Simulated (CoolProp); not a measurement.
Propylene along the isobar 237 kPa: density (kg/m³) from the reference equation and from simpler models built on Tc = 364.2 K, pc = 4555 kPa, ω = 0.146; each cubic takes its own stable root.

Values from CoolProp's reference Helmholtz-energy equation of state, Lemmon 2013.

```
T (K)   phase  reference
-----  ------  ---------
176    liquid      668.6
207    liquid      632.7
238    liquid      594.4
269.1     gas      4.683
300.1     gas      4.136
331.1     gas      3.714
362.2     gas      3.374
393.2     gas      3.094
424.2     gas      2.859
455.3     gas      2.658
```

Question: How far does each simpler model (Soave-Redlich-Kwong, Peng-Robinson) lie from the reference over these 10 states: mean and median of the absolute difference, and the worst?

Answer: 
- Soave-Redlich-Kwong: mean 1.9 %, median 0.1 %, worst -6.4 % at 176 K and 237 kPa
- Peng-Robinson: mean 1.8 %, median 0.2 %, worst +6.1 % at 238 K and 237 kPa
